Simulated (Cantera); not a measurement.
An isothermal, constant-pressure homogeneous reactor starts with 5.77 % H₂, 5.89 % O₂, 88.3 % N₂, at 1348 K and 100000 Pa.

Detailed kinetics in Cantera: the H2/O2 subset of GRI-Mech 3.0, which has no nitrogen chemistry. The temperature is held fixed by assumption; the heat of reaction is taken as removed at once.

x: mole fraction; the columns are a selection and need not sum to one.

| t (s) | x H₂ | x O₂ | x OH | x O | x H₂O | x H₂O₂ |
|---|---|---|---|---|---|---|
| 6.00e-6 | 0.0577 | 0.0589 | 3.87e-9 | 5.37e-9 | 1.38e-8 | 5.51e-11 |
| 4.13e-5 | 0.0576 | 0.0588 | … | … | … | … |
| 0.000284 | … | 0.0309 | … | … | 0.0569 | … |
| 0.00195 | 2.21e-5 | 0.0309 | 0.000137 | 1.85e-5 | 0.0593 | 1.11e-7 |
| 0.0134 | 9.85e-7 | 0.0309 | 3.28e-5 | 1.04e-6 | 0.0594 | 9.99e-9 |
| 0.0923 | 1.25e-7 | 0.0309 | 1.20e-5 | 1.40e-7 | 0.0594 | 1.52e-9 |
| 0.634 | 6.72e-8 | 0.0309 | 8.60e-6 | 7.23e-8 | 0.0594 | 8.18e-10 |
| 4.36 | 6.72e-8 | 0.0309 | 8.60e-6 | 7.22e-8 | 0.0594 | 8.17e-10 |
| 30.0 | 6.72e-8 | 0.0309 | 8.60e-6 | 7.22e-8 | 0.0594 | 8.17e-10 |

Question: Fill in the missing entries.

Answer: 
- 4.13e-5, x OH: 1.27e-5
- 4.13e-5, x O: 1.78e-5
- 4.13e-5, x H₂O: 9.48e-5
- 4.13e-5, x H₂O₂: 2.53e-8
- 0.000284, x H₂: 0.00127
- 0.000284, x OH: 0.00109
- 0.000284, x O: 0.00113
- 0.000284, x H₂O₂: 1.24e-6
